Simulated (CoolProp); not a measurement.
Vapour-liquid equilibrium of R22 (1) + c-C4F8 (RC318) (2) at 0.482 MPa; x and y are mole fractions of (1).

Model: multi-fluid Helmholtz-energy mixture model, Kamei 1995 and Platzer 1990; pair parameters Bell 2016, in CoolProp. This equation is an older, rougher fit; its heat capacities, sound speeds and derivatives of the liquid may be far off and weren't checked against measurements.

```tsv
x	bubble temperature (°C)	y at the bubble point	dew temperature at overall composition x (°C)	liquid density (mol/L)
0.05	37.1	0.104	38.3	7.428
0.125	32.1	0.283	36.5	7.827
0.2	26.1	0.458	34.6	8.268
0.275	19.8	0.601	32.4	8.736
0.35	14.4	0.704	30.0	9.215
0.425	10.0	0.773	27.3	9.701
0.5	6.9	0.818	24.4	10.20
0.575	4.6	0.849	21.1	10.72
0.65	3.1	0.871	17.4	11.27
0.725	1.9	0.889	13.1	11.87
0.8	1.0	0.908	8.1	12.55
0.875	0.1	0.931	2.8	13.32
0.95	-0.6	0.965	-0.4	14.20
```

No azeotrope shows between x = 0.05 and 0.95.

Pair parameters are fitted to limited data, so mixtures are less certain than the pure fluids. The gap from Raoult's law changes sign with composition, which may be real or a fault of the pair parameters; it wasn't checked against measurements.
